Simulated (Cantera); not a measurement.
A closed system holds: 1 mol Si, 0.71 mol HCl, 1.7 mol H2, held at 302 °C and 0.900 bar.

Equilibrium computed with Cantera from the NASA thermochemical tables; the gas is ideal and each condensed phase is pure. Candidate condensed phases: Si; 19 gas species. The numbers say what is thermodynamically allowed, not how fast it happens.

Base state: H2 0.909, SiCl4 0.0503, SiHCl3 0.0392, SiH2Cl2 0.00141, HCl 1.73e-5 (mole fractions); condensed: Si(s).

### Question
What changes in the equilibrium state with this change: temperature from 302 °C to 477 °C?

### Answer
| species | before | after |
|---|---|---|
| H2 | 0.909 | 0.909 |
| SiCl4 | 0.0503 | 0.0518 |
| SiHCl3 | 0.0392 | 0.0365 |
| HCl | 1.73e-5 | 0.000583 |
| SiH3Cl | 9.60e-6 | 2.19e-5 |
| SiH2Cl2 | 0.00141 | 0.00189 |
| Si(s), mol | 0.799 | 0.800 |

### Question
What changes in the equilibrium state with this change: Si replaced by SiCl4?

### Answer
```json
[
 {"species": "H2", "before": "0.909", "after": "0.499"},
 {"species": "SiCl4", "before": "0.0503", "after": "0.293"},
 {"species": "HCl", "before": "1.73e-5", "after": "0.208"},
 {"species": "SiHCl3", "before": "0.0392", "after": "1.04e-5"},
 {"species": "SiH2Cl2", "before": "0.00141", "after": "<1e-9"},
 {"species": "Si(s), mol", "before": "0.799", "after": "0"}
]
```
